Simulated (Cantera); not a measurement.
Feed: 1 mol Si, 0.75 mol H₂, at 823.15 K and 1 atm.

Equilibrium computed with Cantera from the NASA thermochemical tables; the gas is ideal and each condensed phase is pure. Candidate condensed phases: Si; 9 gas species. The numbers say what is thermodynamically allowed, not how fast it happens.

**Question.** What is the equilibrium state?

**Answer.** 
- x(H₂): 1.00
- n(Si(s)): 1.00 mol
- gas amount: 0.7500 mol
